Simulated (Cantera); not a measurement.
A closed system holds: 1 mol C, 4.7 mol CO2, 18 mol N2, 0.96 mol NH3, at 750 K and 13.3 mbar.

Equilibrium computed with Cantera from the NASA thermochemical tables; the gas is ideal and each condensed phase is pure. Candidate condensed phases: C, C6H6, C7H8, C8H18, H2O; 136 gas species. Equilibrium is a limit: real reactors are often held back by kinetics, nucleation or transport.

Base state: N2 0.721, CO2 0.133, CO 0.0890, H2 0.0451, H2O 0.0110, CH4 3.82e-5 (mole fractions); condensed: gas only.

What changes in the equilibrium state with this change: NH3 from 0.96 to 0.021 mol?


| species | before | after |
|---|---|---|
| N2 | 0.721 | 0.759 |
| CO2 | 0.133 | 0.156 |
| CO | 0.0890 | 0.0845 |
| H2 | 0.0451 | 0.00102 |
| H2O | 0.0110 | 0.000307 |
| CH4 | 3.82e-5 | 1.51e-8 |

What changes in the equilibrium state with this change: CO2 from 4.7 to 1.1 mol?


```tsv
species	before	after
N2	0.721	0.857
H2	0.0451	0.0624
CO	0.0890	0.0543
CO2	0.133	0.0218
H2O	0.0110	0.00410
CH4	3.82e-5	0.000166
C(graphite), mol	0	0.456
```

What changes in the equilibrium state with this change: CO2 from 4.7 to 0.92 mol?


```csv
species,before,after
N2,0.721,0.867
H2,0.0451,0.0635
CO,0.0890,0.0482
CO2,0.133,0.0172
H2O,0.0110,0.00371
CH4,3.82e-5,0.000172
"C(graphite), mol",0,0.522
```
